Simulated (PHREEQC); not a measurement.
Dissolve 3.1 mmol/kgw Na2HAsO4 and 170 mmol/kgw FeCl3 at 20 °C. Closed to the air; pH follows from the charge balance.

The numbers come from PHREEQC with the ion-association model, wateq4f.dat.

```yaml
pH: 1.93
ionic_strength: 0.605 mol/kgw
activity_of_water: 0.991
total_alkalinity: -337 meq/kg
```

```
species     molality  activity   log γ
----------  --------  --------  ------
Cl-            0.365     0.231  -0.199
FeCl+2        0.0863    0.0175  -0.692
Fe+3          0.0351   0.00296  -1.075
FeCl2+        0.0286    0.0213  -0.129
H+            0.0154    0.0117  -0.119
Na+          0.00620   0.00439  -0.149
FeOH+2       0.00590   0.00120  -0.692
Fe2(OH)2+4   0.00563   4.78e-5  -2.071
H3AsO4       0.00183   0.00210   0.061
```

This is a speciation only: nothing precipitates in the calculation. Saturation is exceeded, for instance for Hematite (slow to form), Goethite (slow to form); the values hold only as long as no solid forms. The database's scorodite may be far more soluble than the real mineral, and it has no iron arsenate complexes; the constant wasn't checked at its source.
